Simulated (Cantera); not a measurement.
A perfectly stirred reactor is fed with CH4 : O2 : N2 = 1 : 1.25 : 4.7 (molar parts), at 1.90 bar; it is adiabatic with a 325 K inlet, and is followed from long to short residence time, starting on the burning branch (τ in s: 0.089, 0.035, 0.014, 0.0055, 0.0022, 0.00087, 0.00034, 0.00014, 5.4e-05, 2.1e-05, 8.4e-06, 3.3e-06).

Cantera simulation using GRI-Mech 3.0 (53 species, 325 reactions); the numbers are that mechanism's predictions, not measurements.

x: mole fraction; the columns are a selection and need not sum to one.

```csv
τ (s),T (K),x CH4,x O2,x HCO,x CO2,x CH2O,x C2H,x CO
0.089,1875,0.00459,0.000418,3.63e-8,0.0393,5.52e-6,[?],0.0817
0.035,1878,0.00592,0.000893,6.49e-8,0.0398,1.04e-5,[?],0.0780
0.014,1875,0.00728,0.00183,1.29e-7,0.0397,1.94e-5,[?],0.0753
0.0055,1859,0.00889,0.00378,2.82e-7,0.0384,3.69e-5,2.83e-7,0.0738
0.0022,1817,0.0116,0.00832,6.48e-7,0.0348,7.62e-5,2.86e-7,0.0739
0.00087,325,0.144,0.180,<1e-12,<1e-12,<1e-12,<1e-12,<1e-12
0.00034,325,0.144,0.180,<1e-12,<1e-12,<1e-12,<1e-12,<1e-12
0.00014,325,0.144,0.180,<1e-12,<1e-12,<1e-12,<1e-12,<1e-12
5.4e-5,325,0.144,0.180,<1e-12,<1e-12,<1e-12,<1e-12,<1e-12
2.1e-5,325,0.144,0.180,<1e-12,<1e-12,<1e-12,<1e-12,<1e-12
8.4e-6,325,0.144,0.180,<1e-12,<1e-12,<1e-12,<1e-12,<1e-12
3.3e-6,325,0.144,0.180,<1e-12,<1e-12,<1e-12,<1e-12,<1e-12
```

**Question.** Complete the blanks.

**Answer.** 
- 0.089, x C2H: 8.01e-8
- 0.035, x C2H: 1.40e-7
- 0.014, x C2H: 2.13e-7
